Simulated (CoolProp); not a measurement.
Properties of ethylene along the isotherm 202.5 K.

Model: reference Helmholtz-energy equation of state, Smukala 2000, in CoolProp.

```json
[
 {"p (bar)": "18", "phase": "liquid", "Z": "0.05775", "speed of sound (m/s)": "1066", "Joule-Thomson coefficient (K/MPa)": "-0.2749", "expansivity (1/kK)": "3.159", "fugacity coefficient": "0.2650"},
 {"p (bar)": "36", "phase": "liquid", "Z": "0.1148", "speed of sound (m/s)": "1088", "Joule-Thomson coefficient (K/MPa)": "-0.2944", "expansivity (1/kK)": "3.042", "fugacity coefficient": "0.1404"},
 {"p (bar)": "54", "phase": "liquid", "Z": "0.1713", "speed of sound (m/s)": "1109", "Joule-Thomson coefficient (K/MPa)": "-0.3119", "expansivity (1/kK)": "2.938", "fugacity coefficient": "0.09909"},
 {"p (bar)": "72", "phase": "liquid", "Z": "0.2273", "speed of sound (m/s)": "1128", "Joule-Thomson coefficient (K/MPa)": "-0.3276", "expansivity (1/kK)": "2.844", "fugacity coefficient": "0.07867"},
 {"p (bar)": "90", "phase": "liquid", "Z": "0.2828", "speed of sound (m/s)": "1147", "Joule-Thomson coefficient (K/MPa)": "-0.3420", "expansivity (1/kK)": "2.758", "fugacity coefficient": "0.06661"},
 {"p (bar)": "108", "phase": "liquid", "Z": "0.3377", "speed of sound (m/s)": "1165", "Joule-Thomson coefficient (K/MPa)": "-0.3550", "expansivity (1/kK)": "2.681", "fugacity coefficient": "?"},
 {"p (bar)": "126", "phase": "liquid", "Z": "0.3923", "speed of sound (m/s)": "1182", "Joule-Thomson coefficient (K/MPa)": "-0.3670", "expansivity (1/kK)": "2.609", "fugacity coefficient": "0.05325"},
 {"p (bar)": "144", "phase": "liquid", "Z": "0.4464", "speed of sound (m/s)": "1198", "Joule-Thomson coefficient (K/MPa)": "-0.3780", "expansivity (1/kK)": "2.543", "fugacity coefficient": "0.04927"},
 {"p (bar)": "162", "phase": "liquid", "Z": "0.5002", "speed of sound (m/s)": "1214", "Joule-Thomson coefficient (K/MPa)": "-0.3882", "expansivity (1/kK)": "?", "fugacity coefficient": "0.04630"},
 {"p (bar)": "180", "phase": "liquid", "Z": "0.5536", "speed of sound (m/s)": "?", "Joule-Thomson coefficient (K/MPa)": "-0.3976", "expansivity (1/kK)": "2.426", "fugacity coefficient": "0.04405"},
 {"p (bar)": "198", "phase": "liquid", "Z": "0.6066", "speed of sound (m/s)": "1244", "Joule-Thomson coefficient (K/MPa)": "?", "expansivity (1/kK)": "2.373", "fugacity coefficient": "0.04232"},
 {"p (bar)": "216", "phase": "liquid", "Z": "0.6593", "speed of sound (m/s)": "1259", "Joule-Thomson coefficient (K/MPa)": "-0.4145", "expansivity (1/kK)": "2.323", "fugacity coefficient": "0.04099"},
 {"p (bar)": "234", "phase": "liquid", "Z": "0.7117", "speed of sound (m/s)": "1272", "Joule-Thomson coefficient (K/MPa)": "-0.4221", "expansivity (1/kK)": "2.277", "fugacity coefficient": "0.03997"},
 {"p (bar)": "252", "phase": "liquid", "Z": "0.7638", "speed of sound (m/s)": "1286", "Joule-Thomson coefficient (K/MPa)": "-0.4293", "expansivity (1/kK)": "2.233", "fugacity coefficient": "0.03920"}
]
```

### Question
Some entries are withheld; supply them.

### Answer

- 108, fugacity coefficient: 0.05873
- 162, expansivity (1/kK): 2.483
- 180, speed of sound (m/s): 1229
- 198, Joule-Thomson coefficient (K/MPa): -0.4064
